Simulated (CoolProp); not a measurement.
Model: reference Helmholtz-energy equation of state, Thol 2021, in CoolProp.

Problem. For chlorine, give the phase and the cp (kJ/(kg K)) at 197.1 K and 0.101 MPa; 405.2 K and 0.101 MPa.

Solution. 
- 197.1 K and 0.101 MPa: liquid; cp 0.940
- 405.2 K and 0.101 MPa: gas; cp 0.502
